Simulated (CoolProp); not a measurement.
The numbers come from the reference Helmholtz-energy equation of state, Lemmon 2006 in CoolProp. It is a short technical equation, of lower accuracy than the large ones.

Task: For C3F8 (R218), give the phase and the cv (kJ/(kg K)), isothermal compressibility (1/MPa) at 79.25 °C and 0.761 MPa.

Result: 
- 79.25 °C and 0.761 MPa: gas; cv 0.837, isothermal compressibility 1.46
